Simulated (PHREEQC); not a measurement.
1 kg of water holding 0.016 mol Na2CO3, 0.36 mol KCl, 0.035 mol Na2SO4 and 0.035 mol NaCl is evaporated at 30 °C; the solids stay in contact with the brine. The system is closed to CO2. Solids allowed: Arcanite, Burkeite, Glaserite, Halite, Kalicinite, Mirabilite, Misenite, Nahcolite, Natron, Sylvite, Thenardite, Trona. Others were left out.

The numbers come from PHREEQC with the Pitzer model, pitzer.dat.

```
water left (kg)  ionic strength  water activity  Sylvite (mol)  Halite (mol)  Arcanite (mol)  Glaserite (mol)  C in solution (mol/kgw)     pH
---------------  --------------  --------------  -------------  ------------  --------------  ---------------  -----------------------  -----
1                         0.547           0.985              0             0               0                0                   0.0160  10.77
0.8219                    0.665           0.982              0             0               0                0                   0.0195  10.79
0.5552                    0.985           0.974              0             0               0                0                   0.0288  10.85
0.4563                     1.20           0.968              0             0               0                0                   0.0351  10.87
0.3751                     1.46           0.961              0             0               0                0                   0.0427  10.90
0.2534                     2.16           0.942              0             0               0                0                   0.0632  10.96
0.2082                     2.63           0.929              0             0               0                0                   0.0768  10.99
0.1712                     3.20           0.914              0             0               0                0                   0.0935  11.03
0.1156                     4.57           0.871              0             0         0.00648                0                    0.138      …
0.09504                    5.26           0.844              0             0          0.0160                0                    0.168  11.16
0.0642                     6.57           0.795         0.0514             0          0.0249                0                    0.249  11.26
0.05277                       …           0.791          0.112             0               0           0.0132                    0.303  11.31
0.04337                    7.06           0.781          0.158             0               0           0.0139                    0.369  11.34
0.02932                    7.93           0.751          0.226             0               0           0.0148                    0.546  11.39
0.02409                    8.56           0.729          0.251             0               0           0.0151                    0.664  11.42
0.01981                    9.29           0.704              …       0.00243               0           0.0153                    0.808      …
0.01339                    9.97               …          0.283        0.0352               0           0.0161                     1.19      …
0.01101                    10.4           0.693          0.287        0.0473               0           0.0164                     1.45  11.65
0.009051                   11.0           0.688          0.291        0.0572               0           0.0166                     1.77  11.73
0.006115                   12.6           0.672          0.297        0.0718               0           0.0170                     2.62  11.91
0.005034                   13.7           0.660          0.299        0.0770               0           0.0171                     3.18  12.00
```

**Question.** Some entries are withheld; supply them.

**Answer.** 
- 0.1156, pH: 11.12
- 0.05277, ionic strength: 6.76
- 0.01981, Sylvite (mol): 0.270
- 0.01981, pH: 11.44
- 0.01339, water activity: 0.698
- 0.01339, pH: 11.58

Complexes and solids missing from the database can't appear.
